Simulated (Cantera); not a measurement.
A freely propagating, adiabatic, planar premixed flame of CH₄ : CO : O₂ : N₂ = 1 : 0.46 : 2.23 : 8.38 (molar parts), unburnt at 423 K and 250000 Pa; unity-Lewis-number transport, grid criteria slope 0.08 and curve 0.16, no radiation.

Model: GRI-Mech 3.0 (53 species, 325 reactions), integrated in Cantera. Unity Lewis numbers drop preferential diffusion, which matters most where H2 and H carry the flame. Burning velocities carry a grid error of a few per cent, more on coarse grids.

x: mole fraction of selected species; z is measured from the peak of heat release.

| z (mm) | T (K) | u (m/s) | x CH₄ | x CO | x O₂ | x CH₃ | x N₂O | x CH₂ |
|---|---|---|---|---|---|---|---|---|
| -0.608 | 423 | 0.436 | 0.0828 | 0.0381 | 0.185 | <1e-8 | <1e-8 | <1e-8 |
| -0.405 | 426 | 0.439 | 0.0827 | 0.0381 | 0.185 | 2.39e-8 | <1e-8 | <1e-8 |
| -0.304 | 437 | 0.450 | 0.0822 | 0.0383 | 0.184 | 1.28e-7 | <1e-8 | <1e-8 |
| -0.203 | 519 | 0.536 | 0.0779 | 0.0394 | 0.177 | 2.07e-6 | <1e-8 | <1e-8 |
| -0.101 | 950 | 0.986 | 0.0540 | 0.0454 | 0.137 | 0.000110 | 5.79e-8 | <1e-8 |
| -0.0507 | [?] | 1.43 | [?] | 0.0518 | [?] | [?] | [?] | [?] |
| 0 | 1800 | 1.89 | 0.00437 | 0.0558 | 0.0470 | 0.00106 | 1.77e-7 | 3.59e-5 |
| 0.0507 | 1966 | 2.06 | 8.56e-5 | 0.0455 | 0.0266 | 3.59e-5 | 2.45e-7 | 2.60e-6 |
| 0.101 | 2036 | 2.13 | [?] | [?] | [?] | [?] | 2.70e-7 | [?] |
| 0.203 | 2119 | 2.20 | <1e-8 | 0.0300 | 0.0173 | <1e-8 | 2.78e-7 | <1e-8 |
| 0.405 | 2199 | 2.27 | <1e-8 | 0.0241 | 0.0137 | <1e-8 | 2.83e-7 | <1e-8 |
| 0.811 | 2264 | 2.32 | <1e-8 | 0.0188 | 0.0105 | <1e-8 | 2.71e-7 | <1e-8 |
| 1.62 | 2305 | 2.36 | <1e-8 | 0.0151 | 0.00833 | <1e-8 | 2.46e-7 | <1e-8 |

Problem. What belongs in the gaps?

Solution. 
- -0.0507, T (K): 1368
- -0.0507, x CH₄: 0.0287
- -0.0507, x O₂: 0.0948
- -0.0507, x CH₃: 0.000823
- -0.0507, x N₂O: 1.09e-7
- -0.0507, x CH₂: 1.43e-6
- 0.101, x CH₄: 1.19e-6
- 0.101, x CO: 0.0372
- 0.101, x O₂: 0.0215
- 0.101, x CH₃: 5.94e-7
- 0.101, x CH₂: 5.02e-8
